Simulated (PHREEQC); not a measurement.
Make-up at 95 °C: 0.079 mol NH4HF2, 0.017 mol H2SiF6 and 0.18 mol H2SO4 per kg of water. Closed to the air; pH follows from the charge balance.

Model: ion-association model, wateq4f.dat, run in PHREEQC.

```csv
quantity,before,after
pH,0.96,1.06
ionic strength (mol/kgw),0.247,0.198
HSO4- (mol/kgw),0.171,0.169
SO4-2 (mol/kgw),0.00755,0.00887
H2F2 (mol/kgw),0.00371,0.00366
NH4SO4- (mol/kgw),0.00172,0.00218
```

Problem. What was changed between the two runs?
(A) temperature from 95 to 85 °C
(B) temperature from 95 to 80 °C
(C) H2SiF6 left out
(D) H2SO4 from 0.18 to 0.27 mol/kgw
(E) 0.022 mol/kgw NaBr added

Solution. C, H2SiF6 left out

Precipitation was switched off in this run. At this temperature some constants are extrapolated from 25 °C, and those without enthalpy data are left unchanged. SiF6-2 is the database's only silicon fluoride.
